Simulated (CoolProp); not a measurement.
Model: reference Helmholtz-energy equation of state, Thol 2021, in CoolProp.

Task: Give the vapour pressure (MPa), liquid density (kg/m³), vapour density (kg/m³), enthalpy of vaporisation (kJ/kg) of saturated chlorine at 28.95, 67.75 °C.

Result: 
| T (°C) | p (MPa) | liquid density (kg/m³) | vapour density (kg/m³) | enthalpy of vaporisation (kJ/kg) |
|---|---|---|---|---|
| 28.95 | 0.862 | 1380 | 27.5 | 245 |
| 67.75 | 2.12 | 1250 | 67.2 | 208 |
